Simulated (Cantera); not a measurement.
What does this Cantera script print?

```python
import numpy as np
import cantera as ct

gas_names = """
    CuF2 NH3 HF N
""".split()
cond_names = """
    Cu(cr) Cu(L)
""".split()


def load(file, names, dense=False):
    # The tables refer to 1 bar. Condensed volumes are neglected.
    table = {s.name: s for s in ct.Species.list_from_file(file)}
    out = []
    for n in names:
        d = dict(table[n].input_data)
        d["thermo"] = dict(d["thermo"], **{"reference-pressure": 1e5})
        if dense:
            d["equation-of-state"] = {"model": "constant-volume", "density": "1e6 g/cm^3"}
        out.append(ct.Species.from_dict(d))
    return out


species = {s.name: s for s in load("nasa_gas.yaml", gas_names) + load("nasa_condensed.yaml", cond_names)}
# Each term lists the table entries of one substance; the one whose range holds T is used.
reactions = {
    '3 CuF2(g) + 2 NH3(g) = 3 Cu + 6 HF(g) + 2 N(g)':
        [(-3, ['CuF2']), (-2, ['NH3']), (3, ['Cu(cr)', 'Cu(L)']), (6, ['HF']), (2, ['N'])],
}


def pick(names, T):
    return next(species[n] for n in names if species[n].thermo.min_temp <= T <= species[n].thermo.max_temp)


results = []
for label, terms in reactions.items():
    print(label)
    print("     T/K   dH/kJ  dS/(J/K)   dG/kJ   log10 K")
    for T in [300, 1450, 1500, 1550, 1600, 1650, 1700, 1750, 1800, 1850]:
        used = [(nu, pick(names, T)) for nu, names in terms]
        dH = sum(nu * s.thermo.h(T) for nu, s in used) / 1e6
        dS = sum(nu * s.thermo.s(T) for nu, s in used) / 1e3
        dG = dH - T * dS / 1e3
        logK = -dG * 1e6 / (ct.gas_constant * T * np.log(10))
        results.append((label, T, dH, dS, dG, logK, [s.name for _, s in used]))
        print(f"{T:8g} {dH:8.1f} {dS:8.1f} {dG:8.1f} {logK:8.2f}")
```

Result:

```
3 CuF2(g) + 2 NH3(g) = 3 Cu + 6 HF(g) + 2 N(g)
     T/K   dH/kJ  dS/(J/K)   dG/kJ   log10 K
     300    202.9    262.4    124.2   -21.62
    1450    284.7    359.0   -235.8     8.49
    1500    286.1    359.9   -253.8     8.84
    1550    287.6    360.9   -271.8     9.16
    1600    288.9    361.8   -289.9     9.46
    1650    290.3    362.6   -308.0     9.75
    1700    291.6    363.4   -326.1    10.02
    1750    292.9    364.1   -344.3    10.28
    1800    294.1    364.8   -362.6    10.52
    1850    295.4    365.5   -380.8    10.75
```

Standard-state values (1 bar) from the NASA 1993 polynomials, evaluated with Cantera. Condensed species are held in their standard states even where they would react or evaporate.
